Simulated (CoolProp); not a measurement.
The numbers come from the reference Helmholtz-energy equation of state, Lemmon 2013 in CoolProp.

Problem. For propylene, give the phase and the density (kg/m³), speed of sound (m/s), expansivity (1/kK), Prandtl number at 267.4 K and 53.7 bar; 321.5 K and 53.7 bar; 329.2 K and 53.7 bar.

Solution. 
- 267.4 K and 53.7 bar: liquid; density 563, speed of sound 970, expansivity 2.38, Prandtl number 2.43
- 321.5 K and 53.7 bar: liquid; density 479, speed of sound 628, expansivity 3.99, Prandtl number 2.21
- 329.2 K and 53.7 bar: liquid; density 464, speed of sound 576, expansivity 4.51, Prandtl number 2.22

Viscosity comes from a separate model (Huber 2003), an estimate that may be off by 10 % or more. Thermal conductivity comes from a separate model (Huber 2003), an estimate that may be off by 10 % or more.
